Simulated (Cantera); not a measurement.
A Cantera script and what it prints.

```python
import numpy as np
import cantera as ct

gas_names = """
    O3 PbO SO3 PbS SO2 Pb
""".split()
cond_names = """
    Pb(cr) Pb(L)
""".split()


def load(file, names, dense=False):
    # The tables refer to 1 bar. Condensed volumes are neglected.
    table = {s.name: s for s in ct.Species.list_from_file(file)}
    out = []
    for n in names:
        d = dict(table[n].input_data)
        d["thermo"] = dict(d["thermo"], **{"reference-pressure": 1e5})
        if dense:
            d["equation-of-state"] = {"model": "constant-volume", "density": "1e6 g/cm^3"}
        out.append(ct.Species.from_dict(d))
    return out


species = {s.name: s for s in load("nasa_gas.yaml", gas_names) + load("nasa_condensed.yaml", cond_names)}
# Each term lists the table entries of one substance; the one whose range holds T is used.
reactions = {
    '3 Pb + O3(g) = 3 PbO(g)':
        [(-3, ['Pb(cr)', 'Pb(L)']), (-1, ['O3']), (3, ['PbO'])],
    'Pb + SO3(g) = PbS(g) + O3(g)':
        [(-1, ['Pb(cr)', 'Pb(L)']), (-1, ['SO3']), (1, ['PbS']), (1, ['O3'])],
    '3 SO2(g) + Pb = 2 SO3(g) + PbS(g)':
        [(-3, ['SO2']), (-1, ['Pb(cr)', 'Pb(L)']), (2, ['SO3']), (1, ['PbS'])],
    '3 PbO(g) + PbS(g) = SO3(g) + 4 Pb(g)':
        [(-3, ['PbO']), (-1, ['PbS']), (1, ['SO3']), (4, ['Pb'])],
}


def pick(names, T):
    return next(species[n] for n in names if species[n].thermo.min_temp <= T <= species[n].thermo.max_temp)


results = []
for label, terms in reactions.items():
    print(label)
    print("     T/K   dH/kJ  dS/(J/K)   dG/kJ   log10 K")
    for T in [925, 1075, 1225, 1375, 1525, 1675, 1825]:
        used = [(nu, pick(names, T)) for nu, names in terms]
        dH = sum(nu * s.thermo.h(T) for nu, s in used) / 1e6
        dS = sum(nu * s.thermo.s(T) for nu, s in used) / 1e3
        dG = dH - T * dS / 1e3
        logK = -dG * 1e6 / (ct.gas_constant * T * np.log(10))
        results.append((label, T, dH, dS, dG, logK, [s.name for _, s in used]))
        print(f"{T:8g} {dH:8.1f} {dS:8.1f} {dG:8.1f} {logK:8.2f}")
```

It prints:

```
3 Pb + O3(g) = 3 PbO(g)
     T/K   dH/kJ  dS/(J/K)   dG/kJ   log10 K
     925     35.5    229.6   -176.9     9.99
    1075     30.6    224.7   -211.0    10.25
    1225     25.9    220.7   -244.4    10.42
    1375     21.4    217.2   -277.2    10.53
    1525     16.7    214.0   -309.5    10.60
    1675     11.8    210.9   -341.4    10.65
    1825      6.5    207.9   -372.8    10.67
Pb + SO3(g) = PbS(g) + O3(g)
     T/K   dH/kJ  dS/(J/K)   dG/kJ   log10 K
     925    658.9    151.6    518.6   -29.28
    1075    657.0    149.8    496.0   -24.10
    1225    655.1    148.1    473.7   -20.20
    1375    653.2    146.6    451.6   -17.15
    1525    651.4    145.4    429.7   -14.72
    1675    649.8    144.4    407.9   -12.72
    1825    648.6    143.7    386.3   -11.06
3 SO2(g) + Pb = 2 SO3(g) + PbS(g)
     T/K   dH/kJ  dS/(J/K)   dG/kJ   log10 K
     925    222.4    -59.4    277.4   -15.66
    1075    221.9    -59.9    286.3   -13.91
    1225    221.4    -60.3    295.4   -12.59
    1375    221.1    -60.6    304.4   -11.56
    1525    220.7    -60.9    313.5   -10.74
    1675    220.3    -61.1    322.7   -10.06
    1825    219.9    -61.3    331.9    -9.50
3 PbO(g) + PbS(g) = SO3(g) + 4 Pb(g)
     T/K   dH/kJ  dS/(J/K)   dG/kJ   log10 K
     925     46.1     -7.6     53.1    -3.00
    1075     47.6     -6.0     54.1    -2.63
    1225     49.3     -4.6     54.9    -2.34
    1375     51.1     -3.2     55.5    -2.11
    1525     53.3     -1.7     55.9    -1.91
    1675     56.0      0.0     56.0    -1.75
    1825     59.3      1.9     55.8    -1.60
```

Source: NASA polynomial tables (part measured, part estimated), evaluated in Cantera. Condensed species are held in their standard states even where they would react or evaporate.
